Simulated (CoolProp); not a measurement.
Vapour-liquid equilibrium of R152A (1) + R227EA (2) at 0.045 MPa; x and y are mole fractions of (1).

Computed with CoolProp (multi-fluid Helmholtz-energy mixture model, Outcalt 1996 and Lemmon 2016; pair parameters Bell 2016).

```csv
x,bubble temperature (K),y at the bubble point,dew temperature at overall composition x (K),liquid density (mol/L)
0.05,239.3,0.062,239.3,9.637
0.2,238.2,(withheld),238.6,10.32
0.35,(withheld),0.454,(withheld),11.10
0.5,(withheld),(withheld),236.4,11.96
0.65,(withheld),0.741,235.0,12.94
0.8,233.2,0.851,233.6,14.06
0.95,232.4,0.960,232.5,(withheld)
```

**Question.** Some entries are withheld; supply them.

**Answer.** 
- 0.2, y at the bubble point: 0.264
- 0.35, bubble temperature (K): 236.8
- 0.35, dew temperature at overall composition x (K): 237.6
- 0.5, bubble temperature (K): 235.3
- 0.5, y at the bubble point: 0.612
- 0.65, bubble temperature (K): 234.1
- 0.95, liquid density (mol/L): 15.35

No azeotrope shows between x = 0.05 and 0.95.

The pair parameters rest on a limited set of measurements; away from them the model extrapolates. The gap from Raoult's law changes sign with composition, which may be real or a fault of the pair parameters; it wasn't checked against measurements.
